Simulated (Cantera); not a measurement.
**Thermodynamics of carbon deposition, reforming and gasification, feed C + H2**

Input: 1 mol C, 26 mol H2, held at 1998 K and 31.0 bar.

Cantera equilibrium calculation (NASA polynomials, part measured and part estimated; ideal gas, pure solids and liquids). Candidate condensed phases: C, C6H6, C7H8, C8H18; 76 gas species. The ideal-gas law is rough above about 30 bar. Equilibrium is a limit: real reactors are often held back by kinetics, nucleation or transport.

The x(H2) is 0.986. The x(CH4) comes out as 0.0129. The x(C2H2 (acetylene)) is 0.000747 and the x(H) is 0.000286. The x(C2H4) is 0.000156 and the x(CH3) is 7.39e-5. The x(C2H6) is 2.44e-6 and the x(C3H4 (propyne)) is 1.55e-6. The n(C(graphite)) is 0.621 mol and the gas amount is 25.67 mol.
